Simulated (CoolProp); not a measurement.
Vapour-liquid equilibrium of R134a (1) + R245fa (2) at 261 K; x and y are mole fractions of (1).

Values from CoolProp's multi-fluid Helmholtz-energy mixture model, Tillner-Roth 1994 and Akasaka 2015; pair parameters Akasaka 2014.

| x | bubble pressure, mixture model (MPa) | bubble pressure, Raoult's law (MPa) | y, mixture model | y, Raoult's law |
|---|---|---|---|---|
| 0.05 | 0.03740 | 0.03740 | [?] | 0.246 |
| 0.2 | 0.06031 | 0.06057 | [?] | 0.608 |
| 0.35 | 0.08303 | 0.08374 | 0.759 | 0.770 |
| 0.5 | [?] | 0.1069 | 0.851 | 0.861 |
| 0.65 | 0.1288 | 0.1301 | 0.913 | 0.920 |
| 0.8 | [?] | 0.1532 | [?] | 0.961 |
| 0.95 | 0.1761 | 0.1764 | [?] | 0.992 |

Task: Complete the blanks.

Result: 
- 0.05, y, mixture model: 0.242
- 0.2, y, mixture model: 0.598
- 0.5, bubble pressure, mixture model (MPa): 0.1058
- 0.8, bubble pressure, mixture model (MPa): 0.1522
- 0.8, y, mixture model: 0.957
- 0.95, y, mixture model: 0.991

The largest gap from Raoult's law is -1.0 % in bubble pressure, at x = 0.5. No azeotrope shows between x = 0.05 and 0.95.

The pair parameters rest on a limited set of measurements; away from them the model extrapolates.
